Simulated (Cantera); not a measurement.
Charge: 1 mol Fe, 0.0011 mol O2, 0.79 mol CO, held at 948 K and 0.100 bar.

Cantera equilibrium calculation (NASA polynomials, part measured and part estimated; ideal gas, pure solids and liquids). Candidate condensed phases: C, Fe, Fe(CO)5, FeO, Fe2O3, Fe3O4; 15 gas species. Condensed phases not in the tables: cementite and carbon dissolved in iron. Rates play no part.

Base state: CO 0.868, CO2 0.132 (mole fractions); condensed: C(graphite) + Fe(α).

What changes in the equilibrium state with this change: temperature from 948 K to 1625 K?


```tsv
species	before	after
CO	0.868	0.997
CO2	0.132	0.00278
Fe	<1e-9	1.73e-5
C(graphite), mol	0.0902	0
Fe(α), mol	1.00	0
Fe(γ), mol	0	1.000
```
